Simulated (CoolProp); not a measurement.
Properties of neopentane at several states.

Model: reference Helmholtz-energy equation of state, Lemmon 2006, in CoolProp. It is a short technical equation, of lower accuracy than the large ones.

```
T (K)  p (kPa)          phase  speed of sound (m/s)  Joule-Thomson coefficient (K/MPa)  isothermal compressibility (1/MPa)
-----  -------  -------------  --------------------  ---------------------------------  ----------------------------------
344.3     2230         liquid                 651.8                            -0.1049                            0.005948
425.6     26.1            gas                 226.7                              7.716                               38.43
316.6     18.8            gas                 196.6                              19.56                               53.48
512.6     7080  supercritical                 183.6                              4.674                              0.1902
533.7     8750  supercritical                 213.9                              3.103                              0.1205
```
